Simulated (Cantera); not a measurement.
A closed system holds: 1 mol C2H6, 0.073 mol H2O, held at 1075 °C and 1100 Pa.

Equilibrium computed with Cantera from the NASA thermochemical tables; the gas is ideal and each condensed phase is pure. Candidate condensed phases: C, C6H6, C7H8, C8H18, H2O; 110 gas species. Equilibrium is a limit: real reactors are often held back by kinetics, nucleation or transport.

Base state: H2 0.977, CO 0.0232, CH4 6.12e-5, H 2.18e-5 (mole fractions); condensed: C(graphite).

What changes in the equilibrium state with this change: H2O from 0.073 to 0.021 mol?


```tsv
species	before	after
H2	0.977	0.993
CO	0.0232	0.00690
CH4	6.12e-5	6.32e-5
H	2.18e-5	2.20e-5
C(graphite), mol	1.93	1.98
```

What changes in the equilibrium state with this change: temperature from 1075 °C to 1477 °C?


| species | before | after |
|---|---|---|
| H2 | 0.977 | 0.975 |
| CO | 0.0232 | 0.0232 |
| H | 2.18e-5 | 0.00219 |
| C2H2 (acetylene) | 1.18e-6 | 0.000112 |
| CH4 | 6.12e-5 | 9.54e-6 |
| C(graphite), mol | 1.93 | 1.93 |

What changes in the equilibrium state with this change: pressure from 1100 Pa to 680000 Pa?


```json
[
 {"species": "H2", "before": "0.977", "after": "0.941"},
 {"species": "CH4", "before": "6.12e-5", "after": "0.0351"},
 {"species": "CO", "before": "0.0232", "after": "0.0232"},
 {"species": "H2O", "before": "1.45e-6", "after": "0.000863"},
 {"species": "CO2", "before": "1.76e-8", "after": "1.08e-5"},
 {"species": "C2H4", "before": "1.96e-8", "after": "1.12e-5"},
 {"species": "H", "before": "2.18e-5", "after": "8.63e-7"},
 {"species": "C(graphite), mol", "before": "1.93", "after": "1.82"}
]
```
